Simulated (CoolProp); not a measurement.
Properties of C2F6 (R116) along the isotherm 413.5 K (Tc = 293.0 K, pc = 3.048 MPa, ω = 0.257).

Values from CoolProp's reference Helmholtz-energy equation of state, Lemmon 2006. It is a short technical equation, of lower accuracy than the large ones.

```
p (MPa)  phase  density (kg/m³)  cp (kJ/(kg K))  isothermal compressibility (1/MPa)  expansivity (1/kK)
-------  -----  ---------------  --------------  ----------------------------------  ------------------
0.0952     gas            3.833          0.9273                               10.53               2.448
0.19       gas            7.672          0.9288                               5.294               2.479
0.286      gas            11.58          0.9304                               3.527               2.509
0.381      gas            15.47          0.9320                               2.655               2.541
0.476      gas            19.39          0.9336                               2.132               2.572
0.571      gas            23.33          0.9352                               1.782               2.604
0.667      gas            27.33          0.9369                               1.530               2.636
0.762      gas            31.31          0.9386                               1.343               2.669
0.857      gas            35.32          0.9403                               1.198               2.702
0.952      gas            39.35             [?]                               1.081               2.735
1.05       gas            43.53          0.9438                                 [?]               2.770
1.14       gas            47.39          0.9455                              0.9078               2.803
1.24       gas            51.71          0.9474                                 [?]               2.839
1.33       gas            55.61          0.9492                              0.7825               2.872
1.43       gas            59.98          0.9512                              0.7299               2.909
1.52       gas            63.93          0.9530                              0.6885               2.943
```

Q: Some entries are withheld; supply them.

A: 
- 0.952, cp (kJ/(kg K)): 0.9420
- 1.05, isothermal compressibility (1/MPa): 0.9830
- 1.24, isothermal compressibility (1/MPa): 0.8371
